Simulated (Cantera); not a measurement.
# Equilibrium for silicon carbide growth: CH3SiH3 + C2H4 + H2

Input: 1 mol CH3SiH3, 0.021 mol C2H4, 61 mol H2, held at 0.100 bar.

Equilibrium computed with Cantera from the NASA thermochemical tables; the gas is ideal and each condensed phase is pure. Candidate condensed phases: C, C6H6, C7H8, C8H18, Si, SiC; 87 gas species. The feed counts by its element totals alone. The numbers say what is thermodynamically allowed, not how fast it happens.

```csv
T (K),log p H2,log p H,log p CH4,log p C2H2 (acetylene),n SiC(s),n C(graphite)
1248,-1.00,-6.83,-4.18,-8.07,1.00,0
1298,-1.00,-6.47,-4.18,-7.42,1.00,0
1348,-1.00,-6.14,-4.23,-6.92,1.00,0.00452
1398,-1.00,-5.83,-4.36,-6.61,1.00,0.0137
1448,-1.00,-5.54,-4.48,-6.32,1.00,0.0200
1498,-1.00,-5.26,-4.59,-6.06,1.000,0.0242
1548,-1.00,-5.01,-4.69,-5.80,1.000,0.0268
1598,-1.00,-4.77,-4.78,-5.57,1.000,0.0279
1648,-1.00,-4.55,-4.87,-5.35,1.000,0.0276
1698,-1.00,-4.34,-4.96,-5.14,1.000,0.0256
1748,-1.00,-4.14,-5.04,-4.95,1.000,0.0216
1798,-1.00,-3.95,-5.11,-4.76,1.000,0.0149
1848,-1.00,-3.78,-5.18,-4.59,1.000,0.00488
```
log p: log10 of the partial pressure in bar; n: condensed amount in mol.

From 1248 K to 1298 K the condensed part is SiC(s). From 1348 K to 1848 K the condensed part is C(graphite) + SiC(s).
